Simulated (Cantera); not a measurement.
Source: NASA polynomial tables (part measured, part estimated), evaluated in Cantera. Values are per mole of reaction as written; species without (g) are pure solids or liquids, kept so even where they would boil at 1 bar.

3 B + 4 O2(g) + NH3(g) = NO2(g) + 3 HBO2(g), with ΔH° = -1601.8 kJ and ΔS° = -71.6 J/K at 300 K.

### Question
How far is the shortcut ΔG° ≈ ΔH°(300 K) − T·ΔS°(300 K) from the full temperature-dependent value at 1148, 1198, 1248, 1298, 1348, 1398, 1448, 1498, 1548, 1598 K?

### Answer
| T (K) | shortcut (kJ) | full (kJ) | difference (kJ) | difference in log10 K |
|---|---|---|---|---|
| 1148 | -1519.6 | -1504.5 | -15.1 | 0.69 |
| 1198 | -1516.0 | -1499.4 | -16.6 | 0.72 |
| 1248 | -1512.4 | -1494.4 | -18.0 | 0.75 |
| 1298 | -1508.8 | -1489.3 | -19.5 | 0.79 |
| 1348 | -1505.3 | -1484.2 | -21.1 | 0.82 |
| 1398 | -1501.7 | -1479.0 | -22.7 | 0.85 |
| 1448 | -1498.1 | -1473.8 | -24.3 | 0.88 |
| 1498 | -1494.5 | -1468.6 | -25.9 | 0.90 |
| 1548 | -1490.9 | -1463.4 | -27.6 | 0.93 |
| 1598 | -1487.4 | -1458.1 | -29.3 | 0.96 |
The shortcut ignores the heat-capacity change of the reaction.
